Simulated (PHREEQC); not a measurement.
# Copper plating or etch bath (model solution)

A solution holds 0.0045 mol/kgw Cu(BF4)2, 0.0035 mol/kgw HBF4 and 0.026 mol/kgw H3BO3, at 20 °C. Closed to the air; pH follows from the charge balance.

Computed with PHREEQC (ion-association model, wateq4f.dat).

Each row changes one thing in this solution. This is a speciation only: nothing precipitates in the calculation.

```csv
case,pH,ionic strength (mol/kgw),H3BO3 (mol/kgw),BF4- (mol/kgw),HF (mol/kgw),BF3OH- (mol/kgw),SI of CuF2:2H2O (CuF2:2H2O),SI of Tenorite (CuO)
as made,2.43,0.0176,0.0259,0.0102,0.00216,0.00157,-4.80,-5.51
0.0012 mol/kgw HCl added,2.33,?,0.0259,0.0103,0.00229,0.00150,?,-5.71
Cu(BF4)2 from 0.0045 to 0.00225 mol/kgw,2.44,0.0107,0.0260,0.00626,0.00192,0.00109,-5.14,-5.75
HBF4 left out,2.91,0.0148,0.0257,0.00666,0.00148,0.00150,?,-4.54
diluted 10-fold with water,3.05,0.00228,0.00309,?,0.00125,0.000134,-4.92,-5.16
```

Q: Fill in the missing entries.

A: 
- 0.0012 mol/kgw HCl added, ionic strength (mol/kgw): 0.0186
- 0.0012 mol/kgw HCl added, SI of CuF2:2H2O (CuF2:2H2O): -4.95
- HBF4 left out, SI of CuF2:2H2O (CuF2:2H2O): -4.16
- diluted 10-fold with water, BF4- (mol/kgw): 0.000502

Real BF4- forms and hydrolyses slowly; the run takes it at equilibrium.
